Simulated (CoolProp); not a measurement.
The fluid at 218.17 K and 3.03 MPa is throttled through a valve to 0.0816 MPa with no heat exchange. The same conditions are run with several fluids, on thermodynamics alone (safety and materials aside).

Computed with CoolProp (reference Helmholtz-energy equation of state of each fluid (dry air: Lemmon 2000; fluorine: de Reuck 1990; oxygen: Schmidt 1985; methane: Setzmann 1991; nitrogen: Span 2000)). Blends and air are pseudo-pure fits.

```json
[
 {"fluid": "dry air", "temperature change (K)": "[?]", "final density (kg/m³)": "[?]"},
 {"fluid": "fluorine", "temperature change (K)": "[?]", "final density (kg/m³)": "1.80"},
 {"fluid": "oxygen", "temperature change (K)": "-14.5", "final density (kg/m³)": "1.55"},
 {"fluid": "methane", "temperature change (K)": "[?]", "final density (kg/m³)": "0.827"},
 {"fluid": "nitrogen", "temperature change (K)": "-11.8", "final density (kg/m³)": "[?]"}
]
```

**Question.** Fill in the missing entries.

**Answer.** 
- dry air, temperature change (K): -12.4
- dry air, final density (kg/m³): 1.38
- fluorine, temperature change (K): -10.7
- methane, temperature change (K): -26.8
- nitrogen, final density (kg/m³): 1.33
